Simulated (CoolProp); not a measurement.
Isopentane along the isotherm 496.2 K: density (kg/m³) from the reference equation and from simpler models built on Tc = 460.3 K, pc = 33.78 bar, ω = 0.227; each cubic takes its own stable root.

Model: reference Helmholtz-energy equation of state, Lemmon 2006, in CoolProp. It is a short technical equation, of lower accuracy than the large ones.

```tsv
p (bar)	phase	reference
42.2	supercritical	133.5
84.5	supercritical	364.8
127	supercritical	413.2
169	supercritical	440.4
211	supercritical	460.0
253	supercritical	475.5
296	supercritical	488.6
338	supercritical	499.5
```

**Question.** How far does each simpler model (Redlich-Kwong, Soave-Redlich-Kwong, Peng-Robinson) lie from the reference over these 8 states: mean and median of the absolute difference, and the worst?

**Answer.** 
- Redlich-Kwong: mean 4.9 %, median 4.0 %, worst -9.6 % at 496.2 K and 84.5 bar
- Soave-Redlich-Kwong: mean 6.2 %, median 5.1 %, worst -13.0 % at 496.2 K and 84.5 bar
- Peng-Robinson: mean 4.3 %, median 4.6 %, worst +7.3 % at 496.2 K and 338 bar
